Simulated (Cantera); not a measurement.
Cantera run, input and output.

```python
import numpy as np
import cantera as ct

gas = ct.Solution("gri30.yaml")
gas.TPX = 1550, 150000, {'CH4': 1, 'H2O': 1.9, 'H2': 1.5}
reactor = ct.IdealGasConstPressureReactor(gas, energy="off", clone=False)
net = ct.ReactorNet([reactor])
net.rtol, net.atol = 1e-08, 1e-18
show = ['CH4', 'H2O', 'H2', 'O', 'CO', 'CH2O', 'C2H6']
times = np.geomspace(3e-06, 20, 12)

steps = ct.SolutionArray(gas, extra=["t"])
rows = []
print(f"{'t/s':>10s}{'T/K':>9s}{'P/Pa':>11s}" + "".join(f"{s:>11s}" for s in show))
for t in times:
    while net.time < t:
        t_next = net.step()
        steps.append(gas.state, t=t_next)
    rows.append([np.interp(t, steps.t, y) for y in (steps.T, steps.P, *steps(*show).X.T)])
    print(f"{t:10.3e}{rows[-1][0]:9.1f}{rows[-1][1]:11.4g}" + "".join(f"{x:11.3e}" for x in rows[-1][2:]))
rate = np.gradient(steps.T, steps.t)
print("integrator steps:", len(steps.t))
if steps.T.max() > steps.T[0] + 200:
    print(f"time of steepest temperature rise: {steps.t[rate.argmax()]:.4e} s")
gas.TPX = 1550, 150000, {'CH4': 1, 'H2O': 1.9, 'H2': 1.5}
gas.equilibrate("TP")
print(f"equilibrium (TP): T = {gas.T:.1f} K  " + "  ".join(f"{s} {gas[s].X[0]:.3e}" for s in show))
```

Output:

```
       t/s      T/K       P/Pa        CH4        H2O         H2          O         CO       CH2O       C2H6
 3.000e-06   1550.0    1.5e+05  2.273e-01  4.318e-01  3.409e-01  1.036e-14  1.632e-16  1.436e-12  5.993e-10
 1.252e-05   1550.0    1.5e+05  2.273e-01  4.318e-01  3.409e-01  1.547e-13  1.362e-13  9.878e-11  4.489e-08
 5.222e-05   1550.0    1.5e+05  2.272e-01  4.318e-01  3.409e-01  2.092e-12  1.284e-10  6.253e-09  2.779e-06
 2.179e-04   1550.0    1.5e+05  2.270e-01  4.318e-01  3.410e-01  7.793e-12  3.853e-08  1.643e-07  5.527e-05
 9.090e-04   1550.0    1.5e+05  2.263e-01  4.317e-01  3.415e-01  1.181e-11  1.825e-06  1.027e-06  1.834e-04
 3.792e-03   1550.0    1.5e+05  2.234e-01  4.309e-01  3.438e-01  1.258e-11  1.920e-05  1.401e-06  2.095e-04
 1.582e-02   1550.0    1.5e+05  2.118e-01  4.270e-01  3.545e-01  1.172e-11  1.046e-04  1.308e-06  1.890e-04
 6.601e-02   1550.0    1.5e+05  1.741e-01  4.133e-01  3.903e-01  9.374e-12  6.594e-04  1.027e-06  1.290e-04
 2.754e-01   1550.0    1.5e+05  1.046e-01  3.830e-01  4.598e-01  7.031e-12  4.448e-03  5.862e-07  5.580e-05
 1.149e+00   1550.0    1.5e+05  6.727e-02  3.361e-01  5.197e-01  6.485e-12  2.252e-02  3.286e-07  3.202e-05
 4.794e+00   1550.0    1.5e+05  5.451e-02  2.592e-01  5.846e-01  5.862e-12  6.568e-02  1.839e-07  1.939e-05
 2.000e+01   1550.0    1.5e+05  3.084e-02  1.832e-01  6.550e-01  4.815e-12  1.133e-01  9.995e-08  5.657e-06
integrator steps: 1131
equilibrium (TP): T = 1550.0 K  CH4 2.196e-06  H2O 1.310e-01  H2 7.127e-01  O 3.511e-12  CO 1.466e-01  CH2O 6.806e-08  C2H6 2.778e-14
```

Model: GRI-Mech 3.0 (53 species, 325 reactions), integrated in Cantera.
